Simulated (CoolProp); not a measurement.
Vapour-liquid equilibrium of R22 (1) + dimethyl ether (2) at 0.222 bar; x and y are mole fractions of (1).

Model: multi-fluid Helmholtz-energy mixture model, Kamei 1995 and Wu 2011; pair parameters Bell 2016, in CoolProp.

| x | bubble temperature (K) | y at the bubble point | dew temperature at overall composition x (K) | liquid density (mol/L) |
|---|---|---|---|---|
| 0.05 | 218.6 | 0.035 | 218.7 | 16.85 |
| 0.15 | 219.2 | 0.123 | 219.3 | 16.89 |
| 0.25 | 219.4 | 0.243 | 219.4 | 16.93 |
| 0.35 | 219.2 | 0.395 | 219.4 | 16.97 |
| 0.45 | 218.3 | 0.567 | 219.0 | 17.03 |
| 0.55 | 216.4 | 0.731 | 218.4 | 17.09 |
| 0.65 | 213.7 | 0.859 | 217.5 | 17.16 |
| 0.75 | 210.7 | 0.939 | 216.1 | 17.21 |
| 0.85 | 207.7 | 0.980 | 214.0 | 17.25 |
| 0.95 | 205.3 | 0.996 | 210.0 | 17.23 |

y crosses x between x = 0.25 and 0.35: the model has an azeotrope there.

The pair parameters rest on a limited set of measurements; away from them the model extrapolates.
